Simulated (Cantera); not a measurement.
Feed: 1 mol CsCl, 0.087 mol H₂O, 1.8 mol N₂, 2.3 mol H₂, held at 1175 K and 42.0 Pa.

Cantera equilibrium calculation (NASA polynomials, part measured and part estimated; ideal gas, pure solids and liquids). Candidate condensed phases: Cs, CsCl, CsOH, H₂O, NH₄Cl; 37 gas species. Rates play no part.

**Question.** What is the equilibrium state?

**Answer.** 
| Quantity | Result |
|---|---|
| x(H₂) | 0.443 |
| x(N₂) | 0.347 |
| x(CsCl) | 0.192 |
| x(H₂O) | 0.0168 |
| x(Cs₂Cl₂) | 0.000487 |
| x(HCl) | 0.000296 |
| x(Cs) | 0.000273 |
| x(CsOH) | 2.27e-5 |
| x(H) | 3.98e-6 |
| gas amount | 5.185 mol |
| log10 activity of CsCl(l) (absent) | -2.22 |
| log10 activity of Cs(l) (absent) | -7.65 |
| log10 activity of CsOH(l) (absent) | -7.66 |
